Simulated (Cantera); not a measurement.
Charge: 1 mol Zr, 0.61 mol N₂O, 4.8 mol N₂, held at 1198.15 K and 10.0 Torr.

Method: chemical equilibrium by Gibbs-energy minimisation in Cantera with the NASA 1993 tables (ideal gas, pure condensed phases). Candidate condensed phases: Zr, ZrN, ZrO₂; 13 gas species. Mutual solubility and eutectic melting of coexisting phases are not modelled. ZrN: taken at fixed stoichiometry. Condensed phases not in the tables: solid solutions among these carbides, nitrides and lower oxides. The numbers say what is thermodynamically allowed, not how fast it happens.

### Question
What is the equilibrium state?

### Answer
```json
{
 "x(N₂)": "1.00",
 "n(ZrN(s))": "0.695 mol",
 "n(ZrO₂(monoclinic))": "0.305 mol",
 "gas_amount": "5.062 mol",
 "log10 activity of Zr(β) (absent)": "-10.13"
}
```
